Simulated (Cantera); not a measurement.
## Ignition delay

Mixture: 2.55 % CH4, 1.23 % CO, 13.0 % O2, 83.2 % N2, equivalence ratio 0.44, at 5.53 atm, adiabatic and at constant pressure. Ignition delay is the time to a rise of 400 K.

Model: GRI-Mech 3.0 (53 species, 325 reactions), integrated in Cantera.

```json
[
 {"T0 (K)": "1148", "delay (ms)": "22.8"},
 {"T0 (K)": "1198", "delay (ms)": "11.1"},
 {"T0 (K)": "1248", "delay (ms)": "5.68"},
 {"T0 (K)": "1298", "delay (ms)": "3.03"},
 {"T0 (K)": "1348", "delay (ms)": "1.68"},
 {"T0 (K)": "1398", "delay (ms)": "0.959"}
]
```

| Quantity | Result |
|---|---|
| apparent activation energy between 1298 and 1398 K | 170 kJ/mol |
